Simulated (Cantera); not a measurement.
Charge: 1 mol BN, 11 mol H2O, 1.7 mol H2, at 0.000230 bar.

Cantera equilibrium calculation (NASA polynomials, part measured and part estimated; ideal gas, pure solids and liquids). Candidate condensed phases: B, BN, B2O3, B3O3H3, H2O; 39 gas species. Gases not in the tables: H3BO3. Rates play no part. All values below are at 1523 K.

Base state: H2O 0.657, H2 0.233, HBO2 0.0723, N2 0.0365, H 0.000736, B2O3 0.000312, OH 6.39e-5, HBO 1.61e-5 (mole fractions); condensed: gas only.

Q: What changes in the equilibrium state with this change: H2O from 11 to 0.7 mol?

A: 
```
species       before     after
----------  --------  --------
H2             0.233     0.783
N2            0.0365    0.0926
HBO          1.61e-5    0.0483
H2O            0.657  0.000109
HBO2          0.0723    0.0107
B2O2         7.81e-9    0.0209
B2O3        0.000312    0.0412
OH           6.39e-5   5.77e-9
BO           1.28e-6   0.00210
H           0.000736   0.00135
BN(s), mol         0     0.453
```
